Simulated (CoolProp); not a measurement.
Propylene along the isobar 0.981 MPa: Z from the reference equation and from simpler models built on Tc = 364.2 K, pc = 4.555 MPa, ω = 0.146; each cubic takes its own stable root.

Computed with CoolProp (reference Helmholtz-energy equation of state, Lemmon 2013).

| T (K) | phase | reference | van der Waals | Redlich-Kwong | Peng-Robinson |
|---|---|---|---|---|---|
| 254.5 | liquid | 0.03401 | 0.05390 | 0.03708 | 0.03214 |
| 282.4 | liquid | ___ | 0.8675 | ___ | ___ |
| 310.3 | gas | 0.8625 | 0.8970 | ___ | 0.8581 |
| 338.3 | gas | ___ | 0.9179 | 0.9028 | 0.8923 |
| 366.2 | gas | 0.9235 | 0.9332 | 0.9242 | 0.9162 |
| 394.1 | gas | 0.9404 | 0.9449 | 0.9397 | 0.9338 |
| 422.1 | gas | 0.9528 | 0.9541 | 0.9514 | ___ |
| 450 | gas | ___ | ___ | 0.9604 | 0.9572 |
| 477.9 | gas | 0.9693 | 0.9671 | 0.9674 | 0.9652 |
| 505.8 | gas | 0.9750 | 0.9719 | 0.9729 | 0.9716 |

Fill in the missing entries.


- 282.4, reference: 0.03301
- 282.4, Redlich-Kwong: 0.03676
- 282.4, Peng-Robinson: 0.03162
- 310.3, Redlich-Kwong: 0.8720
- 338.3, reference: 0.8995
- 422.1, Peng-Robinson: 0.9470
- 450, reference: 0.9621
- 450, van der Waals: 0.9613

At some of these states van der Waals gives the other phase, because its saturation line lies elsewhere.
